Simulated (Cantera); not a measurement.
Input (Python, Cantera) and output of one run.

```python
import numpy as np
import cantera as ct

gas_names = """
    H HO2 H2 H2O H2O2 O OH O2 O3 Pb PbO Pb2
""".split()
cond_names = """
    H2O(s) H2O(L) Pb(cr) Pb(L) PbO(rd) PbO(yw) PbO(L) PbO2(s) Pb3O4(s)
""".split()


# ... load() reads the species with a 1 bar reference pressure and builds the phases ...
atoms = {
    'PbO': {'Pb': 1, 'O': 1},
    'H2': {'H': 2},
}
top_T = {'Pb3O4(s)': 820}  # K; cautious upper limits of use, not melting points


# ... equilibrate(T, P, feed) seeds the gas with the atoms and calls Mixture.equilibrate('TP', solver="vcs", rtol=1e-11, max_steps=5000) ...
results = []
feed = {'PbO': 1, 'H2': 0.049}  # mol
T = 750  # K
P = 1333.22  # Pa
mix = equilibrate(T, P, feed)
results.append((T, P, feed, dict(zip(mix.species_names, mix.species_moles))))
print(gas.report(threshold=1e-06))
for i in range(1, mix.n_phases):
    print(f"{mix.phase(i).name:16s} {mix.phase_moles(i):12.5e} mol")
```

Output:

```
       temperature   750 K
          pressure   1333.2 Pa
           density   0.0038515 kg/m^3
  mean mol. weight   18.014 kg/kmol
   phase of matter   gas

                          1 kg             1 kmol
                     ---------------   ---------------
          enthalpy       -1.2531e+07       -2.2573e+08  J
   internal energy       -1.2877e+07       -2.3197e+08  J
           entropy             14280        2.5724e+05  J/K
    Gibbs function        -2.324e+07       -4.1866e+08  J
 heat capacity c_p            2115.9             38117  J/K
 heat capacity c_v            1654.4             29802  J/K

                      mass frac. Y      mole frac. X     chem. pot. / RT
                     ---------------   ---------------   ---------------
                H2        5.4311e-06        4.8531e-05           -31.092
               H2O           0.99999           0.99995            -67.14
     [  +10 minor]         8.182e-06        7.1133e-07

Pb(L)             4.89976e-02 mol
PbO(rd)           9.51002e-01 mol
PbO2(s)           0.00000e+00 mol
Pb3O4(s)          0.00000e+00 mol
```

Cantera equilibrium calculation (NASA polynomials, part measured and part estimated; ideal gas, pure solids and liquids).
